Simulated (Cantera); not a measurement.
A perfectly stirred reactor is fed with C₃H₈ : H₂ = 1 : 1.3 (molar parts), at 1.60 bar; it is held at 1948 K, and followed from long to short residence time.

Computed with Cantera and GRI-Mech 3.0 (53 species, 325 reactions). GRI-Mech 3.0 was tuned for natural gas; its chemistry of propane as a main component is partial and can be far from experiment. GRI-Mech 3.0 stops at C3 and has no aromatics, soot or wall deposition, so with more carbon than oxygen in the feed, carbon stays in small species such as C2H2 where larger ones or solid carbon would form.

### Question
What does this change do: temperature 1948 to 1500 K?

### Answer
```json
[
 {"quantity": "x(C₃H₈) at τ = 16.0 s", "before": "2.02e-8", "after": "4.03e-6"},
 {"quantity": "x(H₂) at τ = 16.0 s", "before": "0.707", "after": "0.525"},
 {"quantity": "x(CH₄) at τ = 16.0 s", "before": "0.0106", "after": "0.227"},
 {"quantity": "x(CH₂) at τ = 16.0 s", "before": "3.02e-7", "after": "1.49e-9"},
 {"quantity": "x(C₂H₂) at τ = 16.0 s", "before": "0.278", "after": "0.199"},
 {"quantity": "x(C₃H₈) at τ = 91.0 ms", "before": "3.39e-6", "after": "0.000320"},
 {"quantity": "x(H₂) at τ = 91.0 ms", "before": "0.700", "after": "0.549"},
 {"quantity": "x(CH₄) at τ = 91.0 ms", "before": "0.0195", "after": "0.192"},
 {"quantity": "x(CH₂) at τ = 91.0 ms", "before": "5.45e-7", "after": "5.73e-9"},
 {"quantity": "x(C₂H₂) at τ = 91.0 ms", "before": "0.276", "after": "0.198"}
]
```
